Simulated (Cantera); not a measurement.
Feed: 1 mol Nb, 0.23 mol H2O, 86 mol H2, held at 0.00225 Torr.

These are equilibrium values from Cantera (NASA tables, ideal gas, pure condensed phases), not measurements of a reactor. Candidate condensed phases: H2O, Nb, NbO, NbO2, Nb2O5; 12 gas species. Mutual solubility and eutectic melting of coexisting phases are not modelled. NbO: taken at fixed stoichiometry. Condensed phases not in the tables: N, O or C dissolved in the metal. Equilibrium is a limit: real reactors are often held back by kinetics, nucleation or transport.

Question: What share of the Nb ends up in condensed phases as a function of T (K), at 1623, 1648, 1673, 1698, 1723, 1748, 1773, 1798, 1823, 1848?

Answer: 
```
T (K)  Nb condensed (%)              as
-----  ----------------  --------------
1623               99.6  Nb(s) + NbO(s)
1648               99.2  Nb(s) + NbO(s)
1673               98.3  Nb(s) + NbO(s)
1698               96.8  Nb(s) + NbO(s)
1723               94.0  Nb(s) + NbO(s)
1748               88.9  Nb(s) + NbO(s)
1773               87.9           Nb(s)
1798               87.2           Nb(s)
1823               86.3           Nb(s)
1848               85.3           Nb(s)
```
